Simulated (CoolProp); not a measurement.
Vapour-liquid equilibrium of R125 (1) + R152A (2) at -13.85 °C; x and y are mole fractions of (1).

Model: multi-fluid Helmholtz-energy mixture model, Lemmon 2005 and Outcalt 1996; pair parameters Bell 2016, in CoolProp.

```
x     bubble pressure, mixture model (MPa)  bubble pressure, Raoult's law (MPa)  y, mixture model  y, Raoult's law
----  ------------------------------------  -----------------------------------  ----------------  ---------------
0.05                                0.1697                               0.1691               [?]            0.125
0.2                                    [?]                               0.2090             0.384            0.404
0.35                                0.2442                               0.2489             0.563            0.593
0.5                                    [?]                               0.2889             0.703            0.730
0.65                                   [?]                               0.3288               [?]            0.834
0.8                                    [?]                               0.3687             0.908            0.915
0.95                                0.4068                               0.4086               [?]            0.981
```

Problem. Complete the blanks.

Solution. 
- 0.05, y, mixture model: 0.123
- 0.2, bubble pressure, mixture model (MPa): 0.2080
- 0.5, bubble pressure, mixture model (MPa): 0.2810
- 0.65, bubble pressure, mixture model (MPa): 0.3202
- 0.65, y, mixture model: 0.816
- 0.8, bubble pressure, mixture model (MPa): 0.3622
- 0.95, y, mixture model: 0.980

The largest gap from Raoult's law is -2.7 % in bubble pressure, at x = 0.5. No azeotrope shows between x = 0.05 and 0.95.

Pair parameters are fitted to limited data, so mixtures are less certain than the pure fluids.
